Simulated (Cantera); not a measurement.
# Aluminium and copper etching: Al + Cl2 + N2

Input: 1 mol Al, 0.37 mol Cl2, 0.62 mol N2, equilibrated at 5200 Pa.

These are equilibrium values from Cantera (NASA tables, ideal gas, pure condensed phases), not measurements of a reactor. Candidate condensed phases: Al, AlCl3, AlN; 11 gas species. Equilibrium is a limit: real reactors are often held back by kinetics, nucleation or transport.

From 498 K to 848 K the condensed part is AlN(s). The main Al-bearing gas is Al2Cl6 at 498 K and AlCl3 at 848 K.

| T (K) | log p N2 | log p AlCl3 | log p Al2Cl6 | log p AlCl2 | n AlN(s) |
|---|---|---|---|---|---|
| 498 | -1.46 | -3.54 | -1.76 | <-13 | 0.753 |
| 548 | -1.47 | -2.96 | -1.78 | <-13 | 0.753 |
| 598 | -1.48 | -2.49 | -1.81 | <-13 | 0.753 |
| 648 | -1.49 | -2.13 | -1.90 | -13.09 | 0.753 |
| 698 | -1.52 | -1.87 | -2.07 | -11.68 | 0.753 |
| 748 | -1.55 | -1.71 | -2.35 | -10.50 | 0.753 |
| 798 | -1.57 | -1.63 | -2.72 | -9.52 | 0.753 |
| 848 | -1.58 | -1.60 | -3.12 | -8.68 | 0.753 |
log p: log10 of the partial pressure in bar; n: condensed amount in mol.
